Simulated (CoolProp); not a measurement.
Computed with CoolProp (reference Helmholtz-energy equation of state, Bücker 2006).

### Question
For n-butane, give the phase and the speed of sound (m/s), Joule-Thomson coefficient (K/MPa), Prandtl number at 534.8 K and 0.379 MPa; 534.8 K and 1.2 MPa.

### Answer
- 534.8 K and 0.379 MPa: gas; speed of sound 281, Joule-Thomson coefficient 4.26, Prandtl number 0.721
- 534.8 K and 1.2 MPa: gas; speed of sound 273, Joule-Thomson coefficient 4.42, Prandtl number 0.728

Viscosity comes from a separate model (Vogel 1999). Thermal conductivity comes from a separate model (Perkins 2002).
